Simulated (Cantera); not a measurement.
Charge: 1 mol Pb, 0.13 mol CO, 3.5 mol H₂, at 1.20 bar.

Equilibrium computed with Cantera from the NASA thermochemical tables; the gas is ideal and each condensed phase is pure. Candidate condensed phases: C, C₆H₆, C₇H₈, C₈H₁₈, H₂O, Pb, PbO, PbO₂, Pb₃O₄; 113 gas species. Kinetics and transport are ignored.

log p: log10 of the partial pressure in bar; n: condensed amount in mol.

```
T (K)  log p H₂  log p Pb  log p CH₄  log p H₂O  log p CO  log p CO₂  log p Pb₂  n Pb(l)
-----  --------  --------  ---------  ---------  --------  ---------  ---------  -------
773        0.04     -7.64      -1.33      -1.33     -4.81      -5.48       <-11     1.00
923        0.05     -5.60      -1.38      -1.38     -2.45      -3.56     -11.64    1.000
1073       0.06         ?          ?          ?         ?          ?          ?    1.000
1223       0.06         ?          ?          ?     -1.41          ?          ?    0.997
1373       0.06     -2.19      -2.91      -2.92     -1.38      -4.67      -5.96    0.981
1523       0.05     -1.51      -3.35      -3.35     -1.38      -5.22      -4.83    0.905
1673       0.02     -0.96      -3.76      -3.75     -1.41      -5.71      -3.91    0.636
```

Complete the blanks.


- 1073, log p Pb: -4.14
- 1073, log p CH₄: -1.80
- 1073, log p H₂O: -1.81
- 1073, log p CO: -1.56
- 1073, log p CO₂: -3.39
- 1073, log p Pb₂: -9.20
- 1223, log p Pb: -3.04
- 1223, log p CH₄: -2.39
- 1223, log p H₂O: -2.40
- 1223, log p CO₂: -4.04
- 1223, log p Pb₂: -7.37
